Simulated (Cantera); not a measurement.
Hydrocarbon pyrolysis for carbon deposition

A perfectly stirred reactor is fed with 2.33 % C2H4, 97.7 % H2, at 64.5 Torr; it is held at 1400 K, and followed from long to short residence time.

Computed with Cantera and GRI-Mech 3.0 (53 species, 325 reactions). GRI-Mech 3.0 was tuned for natural gas; its chemistry of ethylene as a main component is partial and can be far from experiment. GRI-Mech 3.0 stops at C3 and has no aromatics, soot or wall deposition, so with more carbon than oxygen in the feed, carbon stays in small species such as C2H2 where larger ones or solid carbon would form.

```json
[
 {"τ (s)": "5.8", "x C2H4": "0.00186", "x H2": "0.976", "x CH3": "1.01e-6", "x C2H": "5.07e-10", "x C2H6": "2.08e-6", "x C2H2": "0.0200"},
 {"τ (s)": "2.1", "x C2H4": "0.00265", "x H2": "0.977", "x CH3": "5.41e-7", "x C2H": "5.06e-10", "x C2H6": "2.96e-6", "x C2H2": "0.0197"},
 {"τ (s)": "0.75", "x C2H4": "0.00461", "x H2": "0.977", "x CH3": "3.30e-7", "x C2H": "4.52e-10", "x C2H6": "5.09e-6", "x C2H2": "0.0179"},
 {"τ (s)": "0.27", "x C2H4": "0.00863", "x H2": "0.977", "x CH3": "2.17e-7", "x C2H": "3.41e-10", "x C2H6": "9.28e-6", "x C2H2": "0.0141"},
 {"τ (s)": "0.097", "x C2H4": "0.0144", "x H2": "0.977", "x CH3": "1.31e-7", "x C2H": "1.88e-10", "x C2H6": "1.45e-5", "x C2H2": "0.00849"},
 {"τ (s)": "0.035", "x C2H4": "0.0197", "x H2": "0.977", "x CH3": "6.08e-8", "x C2H": "5.98e-11", "x C2H6": "1.59e-5", "x C2H2": "0.00345"},
 {"τ (s)": "0.013", "x C2H4": "0.0227", "x H2": "0.977", "x CH3": "9.86e-9", "x C2H": "2.90e-12", "x C2H6": "5.63e-6", "x C2H2": "0.000571"},
 {"τ (s)": "0.0046", "x C2H4": "0.0232", "x H2": "0.977", "x CH3": "1.11e-10", "x C2H": "<1e-12", "x C2H6": "7.74e-8", "x C2H2": "7.30e-5"},
 {"τ (s)": "0.0016", "x C2H4": "0.0232", "x H2": "0.977", "x CH3": "1.30e-11", "x C2H": "<1e-12", "x C2H6": "9.18e-9", "x C2H2": "2.46e-5"}
]
```
x: mole fraction; the columns are a selection and need not sum to one.
